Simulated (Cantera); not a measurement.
Premixed flame

A freely propagating, adiabatic, planar premixed flame of H2 : O2 : N2 = 1 : 0.617 : 1.79 (molar parts), equivalence ratio 0.81, unburnt at 573 K and 0.470 bar; mixture-averaged transport, grid criteria slope 0.08 and curve 0.16, no radiation.

Computed with Cantera and the H2/O2 subset of GRI-Mech 3.0, which has no nitrogen chemistry. Burning velocities carry a grid error of a few per cent, more on coarse grids.

| z (mm) | T (K) | u (m/s) | x H2 | x O2 | x O | x H | x H2O | x HO2 |
|---|---|---|---|---|---|---|---|---|
| -3.33 | 573 | 6.90 | 0.294 | 0.181 | <1e-8 | <1e-8 | <1e-8 | <1e-8 |
| -2.22 | 573 | 6.90 | 0.294 | 0.181 | <1e-8 | <1e-8 | <1e-8 | <1e-8 |
| -1.66 | 573 | 6.90 | 0.294 | 0.181 | <1e-8 | <1e-8 | <1e-8 | <1e-8 |
| -1.11 | 573 | 6.90 | 0.293 | 0.181 | <1e-8 | 3.22e-8 | 4.19e-8 | 3.10e-7 |
| -0.555 | 583 | 7.00 | 0.291 | 0.181 | 6.53e-6 | 0.000151 | 0.000443 | 0.000160 |
| -0.277 | 765 | 9.00 | 0.260 | 0.178 | 0.000350 | 0.00704 | 0.0162 | 0.000133 |
| 0 | 1212 | 13.7 | 0.136 | 0.131 | 0.00878 | 0.0474 | 0.117 | 5.86e-5 |
| 0.277 | 1523 | 17.1 | 0.0494 | 0.0708 | 0.0197 | 0.0656 | 0.217 | 2.77e-5 |
| 0.555 | 1669 | 18.5 | 0.0394 | 0.0596 | 0.0208 | 0.0578 | 0.236 | 1.98e-5 |
| 1.11 | 1830 | 20.1 | 0.0378 | 0.0551 | 0.0190 | 0.0448 | 0.247 | 1.46e-5 |
| 2.22 | 2004 | 21.8 | 0.0348 | 0.0512 | 0.0158 | 0.0315 | 0.260 | 1.02e-5 |
| 4.44 | 2174 | 23.3 | 0.0296 | 0.0475 | 0.0120 | 0.0201 | 0.275 | 6.97e-6 |
| 8.88 | 2327 | 24.6 | 0.0228 | 0.0443 | 0.00829 | 0.0115 | 0.291 | 5.36e-6 |
x: mole fraction of selected species; z is measured from the peak of heat release.

```yaml
laminar_burning_velocity: 690 cm/s
thermal_thickness: 1.11 mm
peak x(O): 0.0209
peak x(H): 0.0658
peak x(HO2): 0.000204
grid_points: 134
```
